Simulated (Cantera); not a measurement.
Input (Python, Cantera):

```python
import numpy as np
import cantera as ct

gas = ct.Solution("gri30.yaml")
gas.TPX = 1523, 2800000, {'C3H8': 1, 'O2': 3.57, 'N2': 13.4}
reactor = ct.IdealGasConstPressureReactor(gas, energy="on", clone=False)
net = ct.ReactorNet([reactor])
net.rtol, net.atol = 1e-08, 1e-16
show = ['C3H8', 'O2', 'HO2', 'CH3', 'C2H']
times = np.geomspace(1e-06, 10, 12)

steps = ct.SolutionArray(gas, extra=["t"])
rows = []
print(f"{'t/s':>10s}{'T/K':>9s}{'P/Pa':>11s}" + "".join(f"{s:>11s}" for s in show))
for t in times:
    while net.time < t:
        t_next = net.step()
        steps.append(gas.state, t=t_next)
    rows.append([np.interp(t, steps.t, y) for y in (steps.T, steps.P, *steps(*show).X.T)])
    print(f"{t:10.3e}{rows[-1][0]:9.1f}{rows[-1][1]:11.4g}" + "".join(f"{x:11.3e}" for x in rows[-1][2:]))
rate = np.gradient(steps.T, steps.t)
print("integrator steps:", len(steps.t))
if steps.T.max() > steps.T[0] + 200:
    print(f"time of steepest temperature rise: {steps.t[rate.argmax()]:.4e} s")
gas.TPX = 1523, 2800000, {'C3H8': 1, 'O2': 3.57, 'N2': 13.4}
gas.equilibrate("HP")
print(f"equilibrium (HP): T = {gas.T:.1f} K  " + "  ".join(f"{s} {gas[s].X[0]:.3e}" for s in show))
```

It prints:

```
       t/s      T/K       P/Pa       C3H8         O2        HO2        CH3        C2H
 1.000e-06   1520.1    2.8e+06  5.406e-02  1.978e-01  1.188e-04  5.740e-04  5.846e-13
 4.329e-06   1529.9    2.8e+06  4.405e-02  1.911e-01  2.096e-04  7.218e-04  9.403e-11
 1.874e-05   2987.1    2.8e+06  6.571e-32  7.786e-04  1.723e-06  5.556e-11  2.934e-15
 8.111e-05   2979.0    2.8e+06  7.938e-32  7.112e-04  1.584e-06  5.828e-11  3.001e-15
 3.511e-04   2976.4    2.8e+06  8.412e-32  6.916e-04  1.543e-06  5.914e-11  3.021e-15
 1.520e-03   2976.4    2.8e+06  8.413e-32  6.916e-04  1.543e-06  5.914e-11  3.021e-15
 6.579e-03   2976.4    2.8e+06  8.413e-32  6.916e-04  1.543e-06  5.914e-11  3.021e-15
 2.848e-02   2976.4    2.8e+06  8.413e-32  6.916e-04  1.543e-06  5.914e-11  3.021e-15
 1.233e-01   2976.4    2.8e+06  8.413e-32  6.916e-04  1.543e-06  5.914e-11  3.021e-15
 5.337e-01   2976.4    2.8e+06  8.413e-32  6.916e-04  1.543e-06  5.914e-11  3.021e-15
 2.310e+00   2976.4    2.8e+06  8.413e-32  6.916e-04  1.543e-06  5.914e-11  3.021e-15
 1.000e+01   2976.4    2.8e+06  8.413e-32  6.916e-04  1.543e-06  5.914e-11  3.021e-15
integrator steps: 1766
time of steepest temperature rise: 9.0440e-06 s
equilibrium (HP): T = 2976.4 K  C3H8 1.123e-31  O2 6.916e-04  HO2 1.543e-06  CH3 6.773e-11  C2H 3.227e-15
```

Detailed kinetics in Cantera: GRI-Mech 3.0 (53 species, 325 reactions). GRI-Mech 3.0 was tuned for natural gas; its chemistry of propane as a main component is partial and can be far from experiment. The pressure lies above the range GRI-Mech 3.0 was tuned for (to about 10 atm).
